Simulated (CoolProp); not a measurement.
The numbers come from the reference Helmholtz-energy equation of state, Lemmon 2006 in CoolProp. It is a short technical equation, of lower accuracy than the large ones.

Give the vapour pressure (MPa), liquid density (kg/m³), vapour density (kg/m³), surface tension (mN/m) of saturated acetone at 138.55, 174.05 °C.


| T (°C) | p (MPa) | liquid density (kg/m³) | vapour density (kg/m³) | surface tension (mN/m) |
|---|---|---|---|---|
| 138.55 | 0.907 | 638 | 19.2 | 9.21 |
| 174.05 | 1.79 | 575 | 40.3 | 5.40 |

Surface tension comes from a separate correlation (Mulero 2012).
